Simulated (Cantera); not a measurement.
Feed: 1 mol MgCO₃, 0.58 mol H₂S, 0.13 mol O₂, at 10.0 mbar.

Cantera equilibrium calculation (NASA polynomials, part measured and part estimated; ideal gas, pure solids and liquids). Candidate condensed phases: C, C₆H₆, C₇H₈, C₈H₁₈, H₂O, H₂SO₄, Mg, MgCO₃, MgO, Mg(OH)₂, MgS, MgSO₄, S; 130 gas species. Gases not in the tables: S₃ to S₇. Rates play no part. All values below are at 425 °C.

Base state: CO₂ 0.583, H₂S 0.189, H₂O 0.150, S₂ 0.0725, COS 0.00266, SO₂ 0.00237, H₂ 0.000498, CO 0.000202 (mole fractions); condensed: MgO(s).

What changes in the equilibrium state with this change: pressure from 10.0 mbar to 0.100 bar?


```json
[
 {"species": "CO₂", "before": "0.583", "after": "0.594"},
 {"species": "H₂S", "before": "0.189", "after": "0.195"},
 {"species": "H₂O", "before": "0.150", "after": "0.151"},
 {"species": "S₂", "before": "0.0725", "after": "0.0464"},
 {"species": "S₈", "before": "3.80e-5", "after": "0.00639"},
 {"species": "H₂", "before": "0.000498", "after": "0.000204"},
 {"species": "CO", "before": "0.000202", "after": "8.38e-5"},
 {"species": "MgO(s), mol", "before": "1.00", "after": "1.00"}
]
```
